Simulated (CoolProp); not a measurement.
Carbonyl sulfide along the isotherm 68.45 °C: fugacity coefficient from the reference equation and from simpler models built on Tc = 105.6 °C, pc = 6.369 MPa, ω = 0.098; each cubic takes its own stable root.

Values from CoolProp's reference Helmholtz-energy equation of state, Lemmon 2006. It is a short technical equation, of lower accuracy than the large ones.

```tsv
p (MPa)	phase	reference
0.0101	gas	0.9993
0.0207	gas	0.9985
0.0425	gas	0.9969
0.0872	gas	0.9937
0.179	gas	0.9871
0.368	gas	0.9736
0.755	gas	0.9459
1.55	gas	0.8892
3.18	gas	0.7710
```

Question: How far does each simpler model (van der Waals, Redlich-Kwong, Soave-Redlich-Kwong, Peng-Robinson) lie from the reference over these 9 states: mean and median of the absolute difference, and the worst?

Answer: 
- van der Waals: mean 1.0 %, median 0.2 %, worst +5.0 % at 68.45 °C and 3.18 MPa
- Redlich-Kwong: mean 0.1 %, median 0.0 %, worst +0.6 % at 68.45 °C and 3.18 MPa
- Soave-Redlich-Kwong: mean 0.0 %, median 0.0 %, worst +0.2 % at 68.45 °C and 3.18 MPa
- Peng-Robinson: mean 0.4 %, median 0.1 %, worst -1.9 % at 68.45 °C and 3.18 MPa
